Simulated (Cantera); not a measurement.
**Hydrocarbon pyrolysis for carbon deposition**

An isothermal, constant-pressure homogeneous reactor starts with 5.88 % C3H8, 94.1 % H2, at 1700 K and 750 Torr.

Detailed kinetics in Cantera: GRI-Mech 3.0 (53 species, 325 reactions). GRI-Mech 3.0 was tuned for natural gas; its chemistry of propane as a main component is partial and can be far from experiment. GRI-Mech 3.0 stops at C3 and has no aromatics, soot or wall deposition, so with more carbon than oxygen in the feed, carbon stays in small species such as C2H2 where larger ones or solid carbon would form.

| t (s) | x C3H8 | x H2 | x CH2 | x H | x CH4 | x C2H4 | x C2H2 |
|---|---|---|---|---|---|---|---|
| 2.00e-5 | 0.000236 | 0.886 | 1.01e-6 | 0.000847 | 0.0595 | 0.0404 | 0.0107 |
| 4.60e-5 | 7.85e-6 | 0.887 | 1.95e-7 | 0.000355 | 0.0606 | 0.0351 | 0.0163 |
| 0.000106 | 1.77e-7 | 0.888 | 5.67e-8 | 0.000185 | 0.0607 | 0.0298 | 0.0214 |
| 0.000243 | 5.13e-8 | 0.888 | 2.99e-8 | 0.000134 | 0.0605 | 0.0233 | 0.0276 |
| 0.000558 | 3.02e-8 | 0.889 | 2.65e-8 | 0.000128 | 0.0601 | 0.0145 | 0.0359 |
| 0.00128 | 1.38e-8 | 0.890 | 2.62e-8 | 0.000131 | 0.0595 | 0.00580 | 0.0443 |
| 0.00295 | 7.24e-9 | 0.891 | 2.59e-8 | 0.000132 | 0.0586 | 0.00240 | 0.0478 |
| 0.00678 | 6.57e-9 | 0.892 | 2.53e-8 | 0.000132 | 0.0570 | 0.00222 | 0.0486 |
| 0.0156 | 6.03e-9 | 0.894 | 2.41e-8 | 0.000133 | 0.0536 | 0.00226 | 0.0500 |
| 0.0358 | 5.14e-9 | 0.897 | 2.18e-8 | 0.000135 | 0.0476 | 0.00235 | 0.0525 |
| 0.0823 | 4.04e-9 | 0.902 | 1.85e-8 | 0.000137 | 0.0389 | 0.00249 | 0.0561 |
| 0.189 | 3.14e-9 | 0.907 | 1.53e-8 | 0.000140 | 0.0309 | 0.00262 | 0.0594 |
| 0.435 | 2.79e-9 | 0.909 | 1.39e-8 | 0.000141 | 0.0275 | 0.00267 | 0.0608 |
| 1.00 | 2.76e-9 | 0.909 | 1.37e-8 | 0.000141 | 0.0271 | 0.00268 | 0.0609 |
x: mole fraction; the columns are a selection and need not sum to one.

Equilibrium at this temperature and pressure: C3H8 2.76e-9, H2 0.909, CH2 1.37e-8, H 0.000141, CH4 0.0271, C2H4 0.00268, C2H2 0.0609 (gas phase only).
